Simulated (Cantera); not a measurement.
Carbon deposition, reforming and gasification: CO + NH₃ + N₂ + CO₂

Feed: 1 mol CO, 3 mol NH₃, 21 mol N₂, 0.099 mol CO₂, equilibrated at 12.0 Pa.

Method: chemical equilibrium by Gibbs-energy minimisation in Cantera with the NASA 1993 tables (ideal gas, pure condensed phases). Candidate condensed phases: C, C₆H₆, C₇H₈, C₈H₁₈, H₂O; 136 gas species. Equilibrium is a limit: real reactors are often held back by kinetics, nucleation or transport.

```csv
T (K),x N₂,x H₂,x CO,x H,x H₂O
873,0.801,0.158,0.0377,1.70e-9,0.00215
973,0.801,0.158,0.0381,3.92e-8,0.00253
1073,0.801,0.157,0.0384,5.07e-7,0.00279
1173,0.801,0.157,0.0385,4.27e-6,0.00295
1273,0.801,0.157,0.0387,2.58e-5,0.00307
1373,0.801,0.157,0.0387,0.000120,0.00315
1473,0.801,0.157,0.0388,0.000457,0.00320
1573,0.800,0.156,0.0388,0.00147,0.00324
1673,0.799,0.155,0.0388,0.00409,0.00326
1773,0.797,0.151,0.0387,0.0101,0.00327
1873,0.792,0.144,0.0385,0.0224,0.00323
```
x: gas mole fraction; nothing condenses.

From 873 K to 1873 K nothing is condensed. The main C-bearing gas is CO throughout.
